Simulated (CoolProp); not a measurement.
Vapour pressure (MPa) of water: the reference equation beside estimates from Tc = 373.9 °C, pc = 22.06 MPa, ω = 0.344.

Model: reference Helmholtz-energy equation of state, Wagner 2002, in CoolProp.

```csv
T (°C),reference,Redlich-Kwong,Soave-Redlich-Kwong
217.65,2.217,3.667,2.256
225.75,2.586,4.147,2.638
233.95,3.005,4.677,3.072
242.05,3.469,5.244,3.553
250.15,3.986,5.857,4.089
258.25,4.560,6.517,4.683
266.45,5.204,7.236,5.348
274.55,5.905,7.997,6.073
282.65,6.677,8.810,6.868
290.75,7.523,9.678,7.738
298.95,8.462,10.61,8.699
```

Absolute difference from the reference over all 11 rows, mean and median: Redlich-Kwong 43.9 and 42.9 %, Soave-Redlich-Kwong 2.5 and 2.7 %.
